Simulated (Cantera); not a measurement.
Cantera run, input and output.

```python
import numpy as np
import cantera as ct

gas = ct.Solution("gri30.yaml")
gas.TPX = 1950, 1333, {'C2H4': 1, 'H2': 18}
reactor = ct.IdealGasConstPressureReactor(gas, energy="off", clone=False)
net = ct.ReactorNet([reactor])
net.rtol, net.atol = 1e-08, 1e-18
show = ['C2H4', 'H2', 'C2H6', 'CH3', 'H', 'C2H', 'C2H2']
times = np.geomspace(3e-05, 70, 12)

steps = ct.SolutionArray(gas, extra=["t"])
rows = []
print(f"{'t/s':>10s}{'T/K':>9s}{'P/Pa':>11s}" + "".join(f"{s:>11s}" for s in show))
for t in times:
    while net.time < t:
        t_next = net.step()
        steps.append(gas.state, t=t_next)
    rows.append([np.interp(t, steps.t, y) for y in (steps.T, steps.P, *steps(*show).X.T)])
    print(f"{t:10.3e}{rows[-1][0]:9.1f}{rows[-1][1]:11.4g}" + "".join(f"{x:11.3e}" for x in rows[-1][2:]))
rate = np.gradient(steps.T, steps.t)
print("integrator steps:", len(steps.t))
if steps.T.max() > steps.T[0] + 200:
    print(f"time of steepest temperature rise: {steps.t[rate.argmax()]:.4e} s")
gas.TPX = 1950, 1333, {'C2H4': 1, 'H2': 18}
gas.equilibrate("TP")
print(f"equilibrium (TP): T = {gas.T:.1f} K  " + "  ".join(f"{s} {gas[s].X[0]:.3e}" for s in show))
```

Output:

```
       t/s      T/K       P/Pa       C2H4         H2       C2H6        CH3          H        C2H       C2H2
 3.000e-05   1950.0       1333  5.221e-02  9.474e-01  3.253e-09  8.599e-10  2.427e-06  1.620e-11  3.959e-04
 1.138e-04   1950.0       1333  5.106e-02  9.474e-01  1.206e-08  8.260e-09  9.522e-06  2.363e-10  1.492e-03
 4.315e-04   1950.0       1333  4.682e-02  9.476e-01  1.782e-08  2.259e-08  3.575e-05  3.270e-09  5.517e-03
 1.636e-03   1950.0       1333  3.288e-02  9.482e-01  1.621e-08  4.387e-08  1.208e-04  3.749e-08  1.874e-02
 6.205e-03   1950.0       1333  7.002e-03  9.494e-01  4.780e-09  5.987e-08  2.829e-04  2.026e-07  4.333e-02
 2.353e-02   1950.0       1333  2.261e-05  9.494e-01  2.263e-11  1.233e-07  6.575e-04  5.430e-07  4.996e-02
 8.924e-02   1950.0       1333  1.124e-05  9.480e-01  1.859e-11  3.898e-07  2.060e-03  1.703e-06  4.993e-02
 3.384e-01   1950.0       1333  6.871e-06  9.441e-01  1.325e-11  1.418e-06  6.069e-03  5.026e-06  4.983e-02
 1.283e+00   1950.0       1333  5.593e-06  9.406e-01  1.566e-11  5.010e-06  9.574e-03  7.943e-06  4.973e-02
 4.867e+00   1950.0       1333  5.560e-06  9.405e-01  3.875e-11  1.062e-05  9.700e-03  8.045e-06  4.972e-02
 1.846e+01   1950.0       1333  5.560e-06  9.405e-01  4.366e-11  1.146e-05  9.699e-03  8.044e-06  4.971e-02
 7.000e+01   1950.0       1333  5.560e-06  9.405e-01  4.366e-11  1.146e-05  9.699e-03  8.044e-06  4.971e-02
integrator steps: 1112
equilibrium (TP): T = 1950.0 K  C2H4 5.560e-06  H2 9.405e-01  C2H6 4.373e-11  CH3 1.147e-05  H 9.699e-03  C2H 8.044e-06  C2H2 4.971e-02
```

Model: GRI-Mech 3.0 (53 species, 325 reactions), integrated in Cantera. GRI-Mech 3.0 was tuned for natural gas; its chemistry of ethylene as a main component is partial and can be far from experiment. GRI-Mech 3.0 stops at C3 and has no aromatics, soot or wall deposition, so with more carbon than oxygen in the feed, carbon stays in small species such as C2H2 where larger ones or solid carbon would form. Radical loss at walls, strong at low pressure, is not modelled.
